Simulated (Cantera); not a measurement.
Charge: 1 mol (CH3)2SiCl2, 0.028 mol CH4, 360 mol H2, 0.9 mol C2H4, held at 1.00 Torr.

Cantera equilibrium calculation (NASA polynomials, part measured and part estimated; ideal gas, pure solids and liquids). Candidate condensed phases: C, C6H6, C7H8, C8H18, Si, SiC; 109 gas species. The feed counts by its element totals alone. The numbers say what is thermodynamically allowed, not how fast it happens.

Problem. Which condensed phases are stable at each of these points (T (K)): 1373, 1448, 1523, 1598, 1673, 1748, 1823, 1898, 1973, 2048, 2123, 2198, 2273?

Solution. 
```tsv
T (K)	condensed phases	Si condensed (%)
1373	C(graphite) + SiC(s)	100.0
1448	C(graphite) + SiC(s)	100.0
1523	C(graphite) + SiC(s)	100.0
1598	C(graphite) + SiC(s)	99.9
1673	C(graphite) + SiC(s)	99.8
1748	C(graphite) + SiC(s)	99.1
1823	C(graphite) + SiC(s)	96.3
1898	C(graphite) + SiC(s)	86.0
1973	C(graphite) + SiC(s)	50.8
2048	C(graphite)	0.0
2123	C(graphite)	0.0
2198	C(graphite)	0.0
2273	C(graphite)	0.0
```

From 1373 K to 1973 K the condensed part is C(graphite) + SiC(s). From 2048 K to 2273 K the condensed part is C(graphite).
